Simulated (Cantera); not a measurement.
A closed system holds: 1 mol SiC, 0.08 mol H₂O, 11 mol H₂, at 1298 K and 0.133 bar.

Method: chemical equilibrium by Gibbs-energy minimisation in Cantera with the NASA 1993 tables (ideal gas, pure condensed phases). Candidate condensed phases: C, C₆H₆, C₇H₈, C₈H₁₈, H₂O, Si, SiC, SiO₂; 123 gas species. Mutual solubility and eutectic melting of coexisting phases are not modelled. The tables hold silica as quartz up to 1696 K and as liquid above; real silica turns to tridymite and cristobalite and melts near 1996 K. Kinetics and transport are ignored.

Base state: H₂ 0.997, CO 0.00196, CH₄ 0.000657 (mole fractions); condensed: SiC(s) + SiO₂(β-quartz).

### Question
What changes in the equilibrium state with this change: temperature from 1298 K to 1273 K?

### Answer
```
species                before    after
-------------------  --------  -------
H₂                      0.997    0.997
CO                    0.00196  0.00172
CH₄                  0.000657  0.00102
SiC(s), mol             0.971    0.970
SiO₂(β-quartz), mol    0.0291   0.0304
```

### Question
What changes in the equilibrium state with this change: H₂O from 0.08 to 0.11 mol?

### Answer
| species | before | after |
|---|---|---|
| H₂ | 0.997 | 0.996 |
| CO | 0.00196 | 0.00275 |
| CH₄ | 0.000657 | 0.000820 |
| SiC(s), mol | 0.971 | 0.960 |
| SiO₂(β-quartz), mol | 0.0291 | 0.0397 |

### Question
What changes in the equilibrium state with this change: H₂O from 0.08 to 0.0024 mol?

### Answer
```json
[
 {"species": "H₂", "before": "0.997", "after": "1.000"},
 {"species": "CH₄", "before": "0.000657", "after": "5.13e-5"},
 {"species": "CO", "before": "0.00196", "after": "4.26e-5"},
 {"species": "SiO", "before": "3.73e-6", "after": "1.34e-5"},
 {"species": "SiC(s), mol", "before": "0.971", "after": "0.999"},
 {"species": "SiO₂(β-quartz), mol", "before": "0.0291", "after": "0.000886"}
]
```
